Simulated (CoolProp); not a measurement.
Vapour-liquid equilibrium of fluoroethane (R161) (1) + R1234yf (2) at 263.4 K; x and y are mole fractions of (1).

Model: multi-fluid Helmholtz-energy mixture model, Wu 2012 and Lemmon 2022; pair parameters Bell 2016, in CoolProp.

Task: Give the bubble pressure and the first vapour's composition at x = 0.45, 0.55, 0.95. Is there an azeotrope?

Result: x = 0.45: 272.8 kPa, y = 0.532; x = 0.55: 281.8 kPa, y = 0.623; x = 0.95: 309.9 kPa, y = 0.958. No azeotrope shows between x = 0.05 and 0.95.

Pair parameters are fitted to limited data, so mixtures are less certain than the pure fluids.
